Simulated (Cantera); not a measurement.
## Premixed flame

A freely propagating, adiabatic, planar premixed flame of H₂ : O₂ : N₂ = 1 : 0.417 : 1.57 (molar parts), unburnt at 450 K and 0.133 bar; mixture-averaged transport, grid criteria slope 0.08 and curve 0.16, no radiation.

Computed with Cantera and the H2/O2 subset of GRI-Mech 3.0, which has no nitrogen chemistry. Burning velocities carry a grid error of a few per cent, more on coarse grids.

| z (mm) | T (K) | u (m/s) | x H₂ | x O₂ | x H₂O₂ | x HO₂ | x O | x OH |
|---|---|---|---|---|---|---|---|---|
| -17.6 | 450 | 4.01 | 0.335 | 0.140 | <1e-8 | <1e-8 | <1e-8 | <1e-8 |
| -11.8 | 450 | 4.01 | 0.335 | 0.140 | <1e-8 | <1e-8 | <1e-8 | <1e-8 |
| -8.82 | 450 | 4.01 | 0.335 | 0.140 | <1e-8 | <1e-8 | <1e-8 | <1e-8 |
| -5.88 | 450 | 4.01 | 0.335 | 0.140 | <1e-8 | 1.49e-8 | <1e-8 | <1e-8 |
| -2.94 | 454 | 4.04 | 0.334 | 0.140 | 1.17e-6 | 6.31e-5 | 2.14e-6 | 1.49e-5 |
| -1.47 | 623 | 5.46 | 0.309 | 0.136 | 6.08e-6 | 4.96e-5 | 0.000130 | 0.000482 |
| 0 | 1074 | 9.10 | 0.171 | 0.0887 | 5.46e-7 | 1.53e-5 | 0.00609 | 0.00254 |
| 1.47 | 1358 | 11.4 | 0.0707 | 0.0274 | 6.90e-7 | 4.29e-6 | 0.0113 | 0.00692 |
| 2.94 | 1474 | 12.3 | 0.0650 | 0.0200 | 5.76e-7 | 2.76e-6 | 0.0113 | 0.00900 |
| 5.88 | 1606 | 13.2 | 0.0685 | 0.0174 | 3.77e-7 | 2.05e-6 | 0.0106 | 0.0112 |
| 11.8 | 1754 | 14.3 | 0.0715 | 0.0147 | 2.03e-7 | 1.48e-6 | 0.00926 | 0.0133 |
| 23.5 | 1910 | 15.4 | 0.0727 | 0.0116 | 1.05e-7 | 1.04e-6 | 0.00734 | 0.0147 |
| 47.0 | 2060 | 16.4 | 0.0722 | 0.00859 | 5.79e-8 | 7.32e-7 | 0.00523 | 0.0149 |
x: mole fraction of selected species; z is measured from the peak of heat release.

```yaml
laminar_burning_velocity: 401 cm/s
thermal_thickness: 5.88 mm
peak x(H₂O₂): 7.49e-6
peak x(HO₂): 8.93e-5
peak x(O): 0.0114
peak x(OH): 0.0150
```
